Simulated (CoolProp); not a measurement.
Saturation properties of octamethyltrisiloxane (MDM).

Model: reference Helmholtz-energy equation of state, Thol 2017, in CoolProp.

| T (K) | p (kPa) | liquid density (kg/m³) | vapour density (kg/m³) | liquid cp (kJ/(kg K)) | surface tension (mN/m) |
|---|---|---|---|---|---|
| 334.8 | 3.954 | 777.8 | 0.3382 | 1.871 | 13.4 |
| 345 | 6.367 | 767.1 | 0.5301 | 1.897 | 12.5 |
| 355.2 | 9.897 | 756.3 | 0.8034 | 1.923 | 11.6 |
| 365.4 | 14.90 | 745.3 | 1.182 | 1.950 | 10.8 |
| 375.6 | 21.81 | 734.0 | 1.693 | 1.976 | 10.0 |
| 385.8 | 31.10 | 722.6 | 2.368 | 2.003 | 9.24 |
| 396 | 43.33 | 710.9 | 3.243 | 2.031 | 8.47 |
| 406.2 | 59.09 | 698.9 | 4.358 | 2.058 | 7.73 |
| 416.4 | 79.05 | 686.6 | 5.759 | 2.086 | 7.01 |
| 426.6 | 103.9 | 673.9 | 7.498 | 2.115 | 6.31 |
| 436.8 | 134.5 | 660.8 | 9.636 | 2.144 | 5.64 |
| 447 | 171.5 | 647.3 | 12.24 | 2.175 | 4.99 |
| 457.2 | 215.9 | 633.1 | 15.40 | 2.206 | 4.36 |
| 467.4 | 268.5 | 618.3 | 19.22 | 2.240 | 3.77 |
| 477.6 | 330.3 | 602.7 | 23.83 | 2.276 | 3.20 |

It boils at 425.6 K under 1 atm.

Surface tension comes from a separate correlation (Mulero 2014), older than this fluid's equation and unchecked against measurements.
